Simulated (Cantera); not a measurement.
Input: 1 mol CCl4, 0.24 mol HCl, held at 1752 °C and 7.35 Torr.

Equilibrium computed with Cantera from the NASA thermochemical tables; the gas is ideal and each condensed phase is pure. Candidate condensed phases: C, C6H6, C7H8, C8H18; 91 gas species. Equilibrium is a limit: real reactors are often held back by kinetics, nucleation or transport.

Base state: Cl 0.930, HCl 0.0573, Cl2 0.0129, H 1.73e-5 (mole fractions); condensed: C(graphite).

Question: What changes in the equilibrium state with this change: CCl4 replaced by CH2F2?

Answer: 
| species | before | after |
|---|---|---|
| HF | 0 | 0.885 |
| HCl | 0.0573 | 0.0906 |
| Cl | 0.930 | 0.0156 |
| Cl2 | 0.0129 | 3.63e-6 |
| F | 0 | 9.33e-5 |
| H2 | 7.92e-7 | 0.00703 |
| H | 1.73e-5 | 0.00163 |
| C(graphite), mol | 1.000 | 1.000 |

Question: What changes in the equilibrium state with this change: temperature from 1752 °C to 625 °C?

Answer: 
| species | before | after |
|---|---|---|
| Cl2 | 0.0129 | 0.892 |
| HCl | 0.0573 | 0.107 |
| Cl | 0.930 | 0.000680 |
| CCl4 | <1e-9 | 0.000182 |
| H | 1.73e-5 | <1e-9 |
| C(graphite), mol | 1.000 | 1.000 |
Gases not in the tables: chlorinated aromatics.
